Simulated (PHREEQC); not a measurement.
Make-up at 35 °C: 3.9 mmol/kgw FeCl3, 1.4 mmol/kgw H3AsO4, 6.1 mmol/kgw HCl and 0.042 mmol/kgw Na2SO4. Closed to the air; pH follows from the charge balance.

Computed with PHREEQC (ion-association model, wateq4f.dat).

| quantity | before | after |
|---|---|---|
| pH | 2.13 | 2.22 |
| ionic strength (mol/kgw) | 0.0253 | 0.0184 |
| Cl- (mol/kgw) | 0.0172 | 0.0138 |
| H3AsO4 (mol/kgw) | 0.000813 | 0.000746 |
| H2AsO4- (mol/kgw) | 0.000587 | 0.000654 |
| HAsO4-2 (mol/kgw) | 9.08e-9 | 1.18e-8 |

Task: Which change was made?
A) Na2SO4 left out
B) temperature from 35 to 75 °C
C) HCl replaced by CuCl2 at the same molality
D) 0.00011 mol/kgw H2SO4 added
E) FeCl3 replaced by NiCl2 at the same molality

Result: E, FeCl3 replaced by NiCl2 at the same molality

This is a speciation only: nothing precipitates in the calculation. Some of these states are supersaturated (in Hematite (slow to form), Goethite (slow to form), for instance). The database's scorodite may be far more soluble than the real mineral, and it has no iron arsenate complexes; the constant wasn't checked at its source.
